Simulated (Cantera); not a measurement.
Mixture: CO : H₂ : CH₄ : O₂ : N₂ : H₂O = 1 : 0.17 : 1.1 : 2.53 : 7.34 : 1.1 (molar parts), equivalence ratio 1.1, at 140000 Pa, adiabatic and at constant pressure. Ignition delay is the time to a rise of 400 K.

Model: GRI-Mech 3.0 (53 species, 325 reactions), integrated in Cantera.

**Question.** What does this change do: constant volume in place of constant pressure?

**Answer.** 
```csv
quantity,before,after
delay at 1223 K,6.76 ms,6.23 ms
delay at 1323 K,2.43 ms,2.24 ms
delay at 1423 K,0.918 ms,0.852 ms
delay at 1523 K,0.380 ms,0.355 ms
apparent activation energy between 1473 and 1573 K,160 kJ/mol,160 kJ/mol
```

**Question.** What does this change do: H2O 1.1 to 1.7 parts?

**Answer.** 
```json
[
 {"quantity": "delay at 1223 K", "before": "6.76 ms", "after": "7.18 ms"},
 {"quantity": "delay at 1323 K", "before": "2.43 ms", "after": "2.63 ms"},
 {"quantity": "delay at 1423 K", "before": "0.918 ms", "after": "0.995 ms"},
 {"quantity": "delay at 1523 K", "before": "0.380 ms", "after": "0.408 ms"},
 {"quantity": "apparent activation energy between 1473 and 1573 K", "before": "160 kJ/mol", "after": "160 kJ/mol"}
]
```
